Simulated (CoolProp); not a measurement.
Vapour-liquid equilibrium of toluene (1) + ethylbenzene (2) at 13.9 kPa; x and y are mole fractions of (1).

Values from CoolProp's multi-fluid Helmholtz-energy mixture model, Lemmon 2006 and Zhou 2012; pair parameters Bell 2016.

### Question
Give the bubble temperature and the first vapour's composition at x = 0.125, 0.575, 0.95. Is there an azeotrope?

### Answer
x = 0.125: 71.1 °C, y = 0.253; x = 0.575: 60.6 °C, y = 0.765; x = 0.95: 53.7 °C, y = 0.981. No azeotrope shows between x = 0.05 and 0.95.

Pair parameters are fitted to limited data, so mixtures are less certain than the pure fluids.
